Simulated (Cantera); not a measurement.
Standard-state values (1 bar) from the NASA 1993 polynomials, evaluated with Cantera. Values are per mole of reaction as written; species without (g) are pure solids or liquids, kept so even where they would boil at 1 bar.

AlN + O(g) → NO(g) + Al(g), with ΔH° = 489.8 kJ and ΔS° = 194.1 J/K at 300 K.

Question: How far is the shortcut ΔG° ≈ ΔH°(300 K) − T·ΔS°(300 K) from the full temperature-dependent value at 573, 723, 873, 1023, 1173 K?

Answer: 
| T (K) | shortcut (kJ) | full (kJ) | difference (kJ) | difference in log10 K |
|---|---|---|---|---|
| 573 | 378.6 | 379.1 | -0.6 | 0.05 |
| 723 | 349.4 | 350.9 | -1.5 | 0.11 |
| 873 | 320.3 | 323.2 | -2.9 | 0.17 |
| 1023 | 291.2 | 295.8 | -4.6 | 0.23 |
| 1173 | 262.1 | 268.8 | -6.7 | 0.30 |
The shortcut ignores the heat-capacity change of the reaction.
